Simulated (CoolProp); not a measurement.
o-xylene along the isobar 0.101 MPa: fugacity coefficient from the reference equation and from simpler models built on Tc = 630.3 K, pc = 3.737 MPa, ω = 0.312; each cubic takes its own stable root.

Computed with CoolProp (reference Helmholtz-energy equation of state, Zhou 2012).

```tsv
T (K)	phase	reference
392.9	liquid	0.4848
400.9	liquid	0.6120
409	liquid	0.7657
425.2	gas	0.9580
433.2	gas	0.9611
441.3	gas	0.9639
449.4	gas	0.9664
457.5	gas	0.9687
465.6	gas	0.9708
```

Q: How far does each simpler model (van der Waals, Redlich-Kwong, Soave-Redlich-Kwong, Peng-Robinson) lie from the reference over these 9 states: mean and median of the absolute difference, and the worst?

A: 
- van der Waals: mean 22.2 %, median 2.0 %, worst +101.3 % at 392.9 K and 0.101 MPa
- Redlich-Kwong: mean 21.2 %, median 1.3 %, worst +99.3 % at 392.9 K and 0.101 MPa
- Soave-Redlich-Kwong: mean 0.7 %, median 0.7 %, worst +1.1 % at 425.2 K and 0.101 MPa
- Peng-Robinson: mean 0.7 %, median 0.7 %, worst +1.0 % at 425.2 K and 0.101 MPa

At some of these states van der Waals, Redlich-Kwong gives the other phase, because its saturation line lies elsewhere.
